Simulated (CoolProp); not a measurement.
Diethyl ether at several states: density (kg/m³) from the reference equation and from simpler models built on Tc = 467.9 K, pc = 37.17 bar, ω = 0.282; each cubic takes its own stable root.

Values from CoolProp's reference Helmholtz-energy equation of state, Thol 2014.

```tsv
T (K)	p (bar)	phase	reference
374.8	0.349	gas	0.8360
456.8	19.8	gas	51.26
445.9	2.65	gas	5.458
287.9	31.4	liquid	723.4
544.7	7.46	gas	12.72
```

Task: How far does each simpler model (van der Waals, Soave-Redlich-Kwong, Peng-Robinson) lie from the reference over these 5 states: mean and median of the absolute difference, and the worst?

Result: 
- van der Waals: mean 9.1 %, median 0.5 %, worst -39.1 % at 287.9 K and 31.4 bar
- Soave-Redlich-Kwong: mean 2.0 %, median 0.0 %, worst -8.4 % at 287.9 K and 31.4 bar
- Peng-Robinson: mean 1.1 %, median 0.6 %, worst +3.3 % at 287.9 K and 31.4 bar
